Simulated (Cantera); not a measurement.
## Transport properties of process gases

Gas mixture: N₂O = 0.2 (molar parts), at 1.13 Torr, frozen composition.

Cantera's kinetic-theory transport with the Lennard-Jones parameters of GRI-Mech 3.0, ideal gas; thermal conductivity in the mixture-averaged form. The composition is frozen, though it would react at the higher temperatures.

```tsv
T (K)	ρ (kg/m³)	cp (J/kg/K)	μ (µPa s)	λ (mW/m/K)	Pr	D (cm²/s) H₂O	D (cm²/s) CO₂	D (cm²/s) CH₃
400	0.00199	970.3	19.5	25.5	0.741	197	130	198
600	0.00132	1101	27.3	40.7	0.739	432	273	408
800	0.000993	1192	34.0	54.9	0.739	736	456	673
1000	0.000794	1255	40.0	68.0	0.739	1100	672	985
1200	0.000662	1294	45.5	80.1	0.735	1520	918	1340
1400	0.000567	1327	50.5	91.4	0.733	1990	1190	1740
1600	0.000496	1353	55.2	102	0.732	2510	1490	2170
1800	0.000441	1375	59.7	112	0.732	3070	1820	2650
```
D: mixture-averaged diffusion coefficient of that species in the mixture.
